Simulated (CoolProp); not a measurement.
Model: reference Helmholtz-energy equation of state, Thol 2021, in CoolProp.

Give the vapour pressure (bar), vapour density (kg/m³), enthalpy of vaporisation (kJ/kg) of saturated chlorine at 212.7, 249.1 K.


| T (K) | p (bar) | vapour density (kg/m³) | enthalpy of vaporisation (kJ/kg) |
|---|---|---|---|
| 212.7 | 0.267 | 1.08 | 301 |
| 249.1 | 1.54 | 5.46 | 281 |
